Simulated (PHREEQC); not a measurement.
Make-up at 25 °C: 0.028 mol/kgw HF, 0.0034 mol/kgw (NH4)2SiF6 and 0.17 mol/kgw H3BO3. Closed to the air; pH follows from the charge balance.

Computed with PHREEQC (ion-association model, phreeqc.dat).

```json
[
 {"quantity": "pH", "before": "2.23", "after": "3.02"},
 {"quantity": "ionic strength (mol/kgw)", "before": "0.0137", "after": "0.00172"},
 {"quantity": "HF (mol/kgw)", "before": "0.00166", "after": "0.000923"},
 {"quantity": "SiF6-2 (mol/kgw)", "before": "0.000393", "after": "3.27e-5"},
 {"quantity": "F- (mol/kgw)", "before": "0.000212", "after": "0.000668"},
 {"quantity": "SI of SiO2(a) (SiO2)", "before": "+0.19", "after": "-0.80"}
]
```

Name the change that produced these shifts.
A) 0.019 mol/kgw H2S added
B) diluted 10-fold with water
C) H3BO3 left out
D) HF replaced by NaF at the same molality
E) diluted 2-fold with water

B, diluted 10-fold with water

No solid was allowed to form. Some of these states are supersaturated (in SiO2(a), Quartz (slow to form), for instance). SiF6-2 is the database's only silicon fluoride. Real BF4- forms and hydrolyses slowly; the run takes it at equilibrium.
